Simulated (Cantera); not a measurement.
Input: 1 mol SiCl4, 0.87 mol Cl2, 0.62 mol H2, at 1498.15 K and 100000 Pa.

Method: chemical equilibrium by Gibbs-energy minimisation in Cantera with the NASA 1993 tables (ideal gas, pure condensed phases). The tables' values for SiCl3 are old estimates; treat these amounts as uncertain. Rates play no part.

```
species   before    after
-------  -------  -------
HCl        0.494    0.498
SiCl4      0.398    0.402
Cl2       0.0909    0.100
Cl        0.0174  8.15e-5
SiCl3    3.95e-5    <1e-9
```
Gas species are given as mole fractions.

Question: Name the change that produced these shifts.
(A) temperature from 1498.15 K to 973.15 K
(B) H2 from 0.62 to 13 mol
(C) H2 from 0.62 to 1 mol
(D) pressure from 100000 Pa to 600000 Pa

Answer: A, temperature from 1498.15 K to 973.15 K
